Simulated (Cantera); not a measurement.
Cantera run:

```python
import numpy as np
import cantera as ct

gas_names = """
    OH H
""".split()
cond_names = """
    Nb(cr) Nb(L) NbO(s) NbO(L)
""".split()


# ... load() reads the species with a 1 bar reference pressure and builds the phases ...
species = {s.name: s for s in load("nasa_gas.yaml", gas_names) + load("nasa_condensed.yaml", cond_names)}
# Each term lists the table entries of one substance; the one whose range holds T is used.
reactions = {
    'Nb + OH(g) = NbO + H(g)':
        [(-1, ['Nb(cr)', 'Nb(L)']), (-1, ['OH']), (1, ['NbO(s)', 'NbO(L)']), (1, ['H'])],
}


def pick(names, T):
    return next(species[n] for n in names if species[n].thermo.min_temp <= T <= species[n].thermo.max_temp)


results = []
for label, terms in reactions.items():
    print(label)
    print("     T/K   dH/kJ  dS/(J/K)   dG/kJ   log10 K")
    for T in [2223, 2323, 2423, 2523, 2623, 2723]:
        used = [(nu, pick(names, T)) for nu, names in terms]
        dH = sum(nu * s.thermo.h(T) for nu, s in used) / 1e6
        dS = sum(nu * s.thermo.s(T) for nu, s in used) / 1e3
        dG = dH - T * dS / 1e3
        logK = -dG * 1e6 / (ct.gas_constant * T * np.log(10))
        results.append((label, T, dH, dS, dG, logK, [s.name for _, s in used]))
        print(f"{T:8g} {dH:8.1f} {dS:8.1f} {dG:8.1f} {logK:8.2f}")
```

Result:

```
Nb + OH(g) = NbO + H(g)
     T/K   dH/kJ  dS/(J/K)   dG/kJ   log10 K
    2223   -130.7      3.7   -138.9     3.26
    2323   -129.5      4.2   -139.3     3.13
    2423   -128.4      4.7   -139.8     3.01
    2523   -127.5      5.1   -140.3     2.90
    2623   -126.8      5.3   -140.8     2.80
    2723   -126.2      5.6   -141.3     2.71
```

Cantera with NASA thermochemical tables; ideal gases at 1 bar, condensed phases pure. NbO: taken at fixed stoichiometry. Condensed species are held in their standard states even where they would react or evaporate.
